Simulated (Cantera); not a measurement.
Charge: 1 mol Si3N4, 0.98 mol H2O, 60 mol N2, equilibrated at 10000 Pa.

Cantera equilibrium calculation (NASA polynomials, part measured and part estimated; ideal gas, pure solids and liquids). Candidate condensed phases: H2O, Si, SiO2, Si2N2O, Si3N4; 35 gas species. Mutual solubility and eutectic melting of coexisting phases are not modelled. Kinetics and transport are ignored. All values below are at 1627 °C.

Base state: N2 0.973, H2 0.0156, SiO 0.0109, H 0.000313, Si 7.11e-5 (mole fractions); condensed: Si2N2O(s) + Si3N4(s).

What changes in the equilibrium state with this change: Si3N4 replaced by BN?


```json
[
 {"species": "N2", "before": "0.973", "after": "0.977"},
 {"species": "H2", "before": "0.0156", "after": "0.0141"},
 {"species": "HBO", "before": "0", "after": "0.00270"},
 {"species": "SiO", "before": "0.0109", "after": "0"},
 {"species": "B2O3", "before": "0", "after": "0.00258"},
 {"species": "B2O2", "before": "0", "after": "0.00166"},
 {"species": "BO", "before": "0", "after": "0.000916"},
 {"species": "HBO2", "before": "0", "after": "0.000585"},
 {"species": "Si2N2O(s), mol", "before": "0.299", "after": "0"},
 {"species": "Si3N4(s), mol", "before": "0.572", "after": "0"},
 {"species": "BN(s), mol", "before": "0", "after": "0.216"}
]
```
Further candidate phases: B, BN, B2O3, B3O3H3.
